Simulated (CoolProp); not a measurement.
Computed with CoolProp (reference Helmholtz-energy equation of state, Setzmann 1991).

Question: For methane, give the phase and the cp (kJ/(kg K)), cv (kJ/(kg K)), Joule-Thomson coefficient (K/MPa), viscosity (µPa s) at 550.1 K and 0.0121 MPa.

Answer: 
- 550.1 K and 0.0121 MPa: gas; cp 3.09, cv 2.57, Joule-Thomson coefficient 0.918, viscosity 18.3

Viscosity comes from a separate model (Quiñones-Cisneros 2006).
